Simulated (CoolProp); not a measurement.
Saturation properties of the fluoroketone C6F12O (FK-5-1-12) (Tc = 168.7 °C, pc = 1869 kPa, ω = 0.471).

Model: reference Helmholtz-energy equation of state, McLinden 2015, in CoolProp.

```tsv
T (°C)	p (kPa)	liquid density (kg/m³)	vapour density (kg/m³)	liquid cp (kJ/(kg K))
32.65	55.20	1579	7.162	1.108
40.65	74.97	1554	9.580	1.114
48.55	99.57	1529	12.57	1.121
56.45	130.1	1502	16.25	1.129
64.35	167.4	1475	20.76	1.139
72.35	213.0	1447	26.30	1.149
80.25	267.0	1418	32.91	1.161
88.15	330.7	1388	40.86	1.175
96.05	405.4	1356	50.39	1.190
104.05	493.5	1321	61.98	1.208
111.95	594.0	1285	75.76	1.229
119.85	709.3	1246	92.44	1.256
127.75	840.9	1204	112.8	1.290
135.75	992.6	1156	138.6	1.337
```

It boils at 49.1 °C under 1 atm.
